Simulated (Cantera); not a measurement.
A Cantera script and what it prints.

```python
import numpy as np
import cantera as ct

gas_names = """
    CL CL2 H HCL H2 N NH NH2 NH3 N2 N2H2 N2H4 Si SiCL SiCL2 SiCL3 SiCL4 SiH SiHCL3 SiH2 SiH2CL2 SiH3
    SiH3CL SiH4 SiN Si2 Si2N Si3
""".split()
cond_names = """
    NH4CL(a) NH4CL(b) Si(cr) Si(L) Si3N4(a)
""".split()


# ... load() reads the species with a 1 bar reference pressure and builds the phases ...
atoms = {
    'SiHCl3': {'Si': 1, 'H': 1, 'CL': 3},
    'N2': {'N': 2},
}
top_T = {'Si3N4(a)': 2400}  # K; cautious upper limits of use, not melting points


# ... equilibrate(T, P, feed) seeds the gas with the atoms and calls Mixture.equilibrate('TP', solver="vcs", rtol=1e-11, max_steps=5000) ...
results = []
feed = {'SiHCl3': 1, 'N2': 1.1}  # mol
T = 900  # K
P = 1100  # Pa
mix = equilibrate(T, P, feed)
results.append((T, P, feed, dict(zip(mix.species_names, mix.species_moles))))
print(gas.report(threshold=1e-05))
for i in range(1, mix.n_phases):
    print(f"{mix.phase(i).name:16s} {mix.phase_moles(i):12.5e} mol")
```

Result:

```
       temperature   900 K
          pressure   1100 Pa
           density   0.0096473 kg/m^3
  mean mol. weight   65.628 kg/kmol
   phase of matter   gas

                          1 kg             1 kmol
                     ---------------   ---------------
          enthalpy       -2.6097e+06       -1.7127e+08  J
   internal energy       -2.7238e+06       -1.7876e+08  J
           entropy            4926.1        3.2329e+05  J/K
    Gibbs function       -7.0433e+06       -4.6224e+08  J
 heat capacity c_p            774.34             50818  J/K
 heat capacity c_v            647.65             42504  J/K

                      mass frac. Y      mole frac. X     chem. pot. / RT
                     ---------------   ---------------   ---------------
               HCL           0.16325           0.29387           -42.089
                H2         0.0023459          0.076369           -24.332
                N2           0.15711           0.36807           -30.107
             SiCL3        5.6738e-05        2.7698e-05           -109.43
             SiCL4           0.67683           0.26147           -139.36
            SiHCL3        0.00039831          0.000193            -121.6
     [  +22 minor]        2.7664e-07        3.2544e-07

Si(cr)            0.00000e+00 mol
Si3N4(a)          1.38102e-01 mol
```

Method: chemical equilibrium by Gibbs-energy minimisation in Cantera with the NASA 1993 tables (ideal gas, pure condensed phases). N2 is the only nitrogen source here; it is nearly inert below about 1500 K, so the nitride shown seldom forms there in practice. The tables' values for SiCl3 are old estimates; treat these amounts as uncertain.
